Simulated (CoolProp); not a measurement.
Vapour-liquid equilibrium of C3F8 (R218) (1) + R134a (2) at 0.493 bar; x and y are mole fractions of (1).

Model: multi-fluid Helmholtz-energy mixture model, Lemmon 2006 and Tillner-Roth 1994; pair parameters Bell 2016, in CoolProp.

**Question.** Give the bubble temperature and the first vapour's composition at x = 0.35, 0.65, 0.95. Is there an azeotrope?

**Answer.** x = 0.35: -54.5 °C, y = 0.623; x = 0.65: -55.0 °C, y = 0.670; x = 0.95: -53.1 °C, y = 0.882. y crosses x between x = 0.65 and 0.8: the model has an azeotrope there.

The pair parameters rest on a limited set of measurements; away from them the model extrapolates.
